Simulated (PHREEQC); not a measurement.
A solution holds 0.27 mmol/kgw PbCl2, 41 mmol/kgw HNO3 and 170 mmol/kgw Na2SO4, at 40 °C. Closed to the air; pH follows from the charge balance.

Model: ion-association model, phreeqc.dat, run in PHREEQC.

| quantity | before | after |
|---|---|---|
| pH | 2.12 | 6.64 |
| ionic strength (mol/kgw) | 0.415 | 0.421 |
| Na+ (mol/kgw) | 0.303 | 0.296 |
| SO4-2 (mol/kgw) | 0.102 | 0.125 |
| NaSO4- (mol/kgw) | 0.0370 | 0.0443 |
| HSO4- (mol/kgw) | 0.0311 | 1.16e-6 |
| SI of Halite (NaCl) | -5.70 | -5.71 |

### Question
What was changed between the two runs?
A. diluted 5-fold with water
B. temperature from 40 to 55 °C
C. 0.0038 mol/kgw CO2 added
D. HNO3 left out
E. temperature from 40 to 85 °C

### Answer
D, HNO3 left out

Precipitation was switched off in this run. Some of these states are supersaturated (in Anglesite, Pb(OH)2, for instance). Constants without temperature data keep their 25 °C values here.
